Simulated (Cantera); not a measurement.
A jet of H2 : O2 : N2 = 0.012 : 0.15 : 0.79 (molar parts) at 300 K and 90.0 Torr hits a platinum plate 5.2 cm away at a mass flux of 0.025 kg/m²/s; the plate temperature is set and raised in steps from an oxygen-covered start.

Computed with Cantera and Deutschmann's 1995 Pt surface mechanism with GRI-Mech 3.0 gas chemistry. Catalytic surfaces can have several steady states; this one follows from the mechanism file's or the stated starting coverage.

x: mole fraction at the wall; θ: surface coverage.

```json
[
 {"plate T (K)": "500", "wall x H2": "0.00166", "wall x O2": "0.146", "wall x H2O": "0.0214", "wall x OH": "<1e-8", "θ free Pt": "0.0167", "θ O*": "0.975", "θ OH*": "[?]"},
 {"plate T (K)": "550", "wall x H2": "0.00165", "wall x O2": "0.146", "wall x H2O": "0.0213", "wall x OH": "<1e-8", "θ free Pt": "0.0176", "θ O*": "0.978", "θ OH*": "[?]"},
 {"plate T (K)": "600", "wall x H2": "0.00164", "wall x O2": "0.146", "wall x H2O": "0.0211", "wall x OH": "<1e-8", "θ free Pt": "0.0186", "θ O*": "0.978", "θ OH*": "[?]"},
 {"plate T (K)": "650", "wall x H2": "0.00159", "wall x O2": "0.146", "wall x H2O": "0.0211", "wall x OH": "<1e-8", "θ free Pt": "0.0204", "θ O*": "0.978", "θ OH*": "[?]"},
 {"plate T (K)": "700", "wall x H2": "0.00132", "wall x O2": "0.146", "wall x H2O": "0.0215", "wall x OH": "<1e-8", "θ free Pt": "0.0263", "θ O*": "0.972", "θ OH*": "0.00160"},
 {"plate T (K)": "750", "wall x H2": "0.000867", "wall x O2": "0.145", "wall x H2O": "0.0222", "wall x OH": "<1e-8", "θ free Pt": "0.0432", "θ O*": "0.955", "θ OH*": "0.00150"}
]
```

Q: Some entries are withheld; supply them.

A: 
- 500, θ OH*: 0.00838
- 550, θ OH*: 0.00479
- 600, θ OH*: 0.00299
- 650, θ OH*: 0.00203
